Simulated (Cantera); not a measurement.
Charge: 1 mol SiH2Cl2, 0.45 mol NH3, 1.1 mol H2, equilibrated at 25.0 Pa.

Method: chemical equilibrium by Gibbs-energy minimisation in Cantera with the NASA 1993 tables (ideal gas, pure condensed phases). Candidate condensed phases: NH4Cl, Si, Si3N4; 28 gas species. Mutual solubility and eutectic melting of coexisting phases are not modelled. The tables' values for SiCl, SiCl3, SiN are old estimates; treat these amounts as uncertain. Gases not in the tables: Si2H6 and higher silanes. Equilibrium is a limit: real reactors are often held back by kinetics, nucleation or transport.

x: gas mole fraction; n: condensed amount in mol.

```
T (K)   x H2  x HCl  x SiCl2       x H      x Si      x Cl      x N2    x SiCl   x SiCl3  n Si(s)  n Si3N4(s)  n Si(l)
-----  -----  -----  -------  --------  --------  --------  --------  --------  --------  -------  ----------  -------
1223   0.649  0.192    0.138   1.53e-5   1.29e-8   3.90e-6  0.000230   6.37e-7    0.0117      [?]       0.112        0
1298   0.641  0.193    0.155   5.42e-5   1.63e-7   1.38e-5   0.00189   3.30e-6   0.00669      [?]       0.109        0
1373   0.633  0.189    0.161  0.000168   1.55e-6   4.13e-5    0.0123   1.38e-5   0.00369      [?]      0.0891        0
1448   0.606  0.177    0.159  0.000454   1.17e-5  0.000108    0.0563   4.84e-5   0.00201    0.357           0        0
1523   0.607  0.173    0.161   0.00114   7.21e-5  0.000261    0.0562  0.000152   0.00122    0.349           0        0
1598   0.606  0.170    0.163   0.00262  0.000374  0.000580    0.0561  0.000429  0.000775    0.340           0        0
1673   0.604  0.166    0.164   0.00560   0.00167   0.00120    0.0559   0.00110  0.000509    0.328           0        0
1748   0.594  0.169    0.159    0.0111   0.00582   0.00244    0.0555   0.00239  0.000352        0           0    0.318
1823   0.575  0.170    0.151    0.0208    0.0177   0.00470    0.0544   0.00476  0.000246        0           0    0.277
1898   0.539  0.166    0.139    0.0363    0.0491   0.00844    0.0519   0.00877  0.000167        0           0    0.139
1973   0.482  0.178    0.113    0.0593    0.0885    0.0163    0.0487    0.0121  0.000116        0           0        0
2048   0.421  0.203   0.0806    0.0919     0.110    0.0328    0.0461    0.0129   7.77e-5        0           0        0
2123   0.358  0.213   0.0498     0.136     0.128    0.0592    0.0431    0.0123   4.28e-5        0           0        0
```

Task: Some entries are withheld; supply them.

Result: 
- 1223, n Si(s): 0.0739
- 1298, n Si(s): 0.0565
- 1373, n Si(s): 0.101
